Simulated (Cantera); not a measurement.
# Reactions in the system F-O-Pb

Standard-state values (1 bar) from the NASA 1993 polynomials, evaluated with Cantera. Values are per mole of reaction as written; species without (g) are pure solids or liquids, kept so even where they would boil at 1 bar.

6 F(g) + 3 PbO(g) ⇌ O3(g) + 3 PbF2

```json
[
 {"T (K)": "723", "ΔH° (kJ)": "-2534.0", "ΔS° (J/K)": "-1021.5", "ΔG° (kJ)": "-1795.5", "log10 K": "129.71", "condensed phases": "PbF2(s)"},
 {"T (K)": "823", "ΔH° (kJ)": "-2516.5", "ΔS° (J/K)": "-998.7", "ΔG° (kJ)": "-1694.6", "log10 K": "107.55", "condensed phases": "PbF2(s)"},
 {"T (K)": "923", "ΔH° (kJ)": "-2506.4", "ΔS° (J/K)": "-987.0", "ΔG° (kJ)": "-1595.3", "log10 K": "90.28", "condensed phases": "PbF2(s)"},
 {"T (K)": "1023", "ΔH° (kJ)": "-2497.8", "ΔS° (J/K)": "-978.2", "ΔG° (kJ)": "-1497.1", "log10 K": "76.44", "condensed phases": "PbF2(s)"},
 {"T (K)": "1123", "ΔH° (kJ)": "-2446.0", "ΔS° (J/K)": "-931.1", "ΔG° (kJ)": "-1400.3", "log10 K": "65.13", "condensed phases": "PbF2(l)"},
 {"T (K)": "1223", "ΔH° (kJ)": "-2431.5", "ΔS° (J/K)": "-918.8", "ΔG° (kJ)": "-1307.8", "log10 K": "55.86", "condensed phases": "PbF2(l)"}
]
```
